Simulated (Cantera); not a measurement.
## Hydrocarbon pyrolysis for carbon deposition

A perfectly stirred reactor is fed with C₂H₆ : N₂ = 1 : 2.7 (molar parts), at 20.0 Torr; it is held at 1625 K, and followed from long to short residence time.

Computed with Cantera and GRI-Mech 3.0 (53 species, 325 reactions). GRI-Mech 3.0 stops at C3 and has no aromatics, soot or wall deposition, so with more carbon than oxygen in the feed, carbon stays in small species such as C2H2 where larger ones or solid carbon would form. Radical loss at walls, strong at low pressure, is not modelled.

```csv
τ (s),x C₂H₆,x CH₂,x C₂H₂,x H₂,x H
0.36,0.000290,1.89e-6,0.161,0.304,0.000567
0.16,0.000616,2.80e-6,0.155,0.289,0.000608
0.074,0.00126,4.03e-6,0.148,0.272,0.000648
0.034,0.00260,5.73e-6,0.138,0.250,0.000688
0.015,0.00555,8.23e-6,0.123,0.224,0.000726
0.0070,0.0112,1.15e-5,0.104,0.196,0.000753
0.0032,0.0230,1.59e-5,0.0794,0.165,0.000759
0.0014,0.0478,2.14e-5,0.0498,0.130,0.000728
0.00065,0.0879,2.58e-5,0.0250,0.0956,0.000655
0.00030,0.144,2.66e-5,0.00846,0.0605,0.000537
0.00013,0.207,2.06e-5,0.00135,0.0269,0.000370
```
x: mole fraction; the columns are a selection and need not sum to one.
